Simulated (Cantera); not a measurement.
A closed system holds: 1 mol CF4, 0.43 mol CH4, at 2550 K and 0.330 Torr.

Cantera equilibrium calculation (NASA polynomials, part measured and part estimated; ideal gas, pure solids and liquids). Candidate condensed phases: C, C6H6, C7H8, C8H18; 95 gas species. The numbers say what is thermodynamically allowed, not how fast it happens.

Base state: F 0.535, HF 0.427, CF 0.0203, CF2 0.0102, H 0.00419, C3 0.00242, C 0.000742, C2 0.000225 (mole fractions); condensed: C(graphite).

### Question
What changes in the equilibrium state with this change: CH4 from 0.43 to 0.86 mol?

### Answer
```tsv
species	before	after
HF	0.427	0.806
F	0.535	0.156
H	0.00419	0.0271
CF2	0.0102	0.000864
CF	0.0203	0.00592
H2	7.93e-6	0.000333
C2H	4.44e-6	2.88e-5
C2	0.000225	0.000225
C3	0.00242	0.00242
C	0.000742	0.000742
C(graphite), mol	1.27	1.80
```

### Question
What changes in the equilibrium state with this change: temperature from 2550 K to 1050 K?

### Answer
```json
[
 {"species": "HF", "before": "0.427", "after": "0.751"},
 {"species": "CF4", "before": "3.05e-7", "after": "0.249"},
 {"species": "CF2", "before": "0.0102", "after": "6.49e-8"},
 {"species": "F", "before": "0.535", "after": "8.75e-9"},
 {"species": "CF", "before": "0.0203", "after": "<1e-9"},
 {"species": "H", "before": "0.00419", "after": "<1e-9"},
 {"species": "C3", "before": "0.00242", "after": "<1e-9"},
 {"species": "C", "before": "0.000742", "after": "<1e-9"},
 {"species": "C(graphite), mol", "before": "1.27", "after": "0.860"}
]
```
Gases not in the tables: C2F6 and larger saturated fluorocarbons.
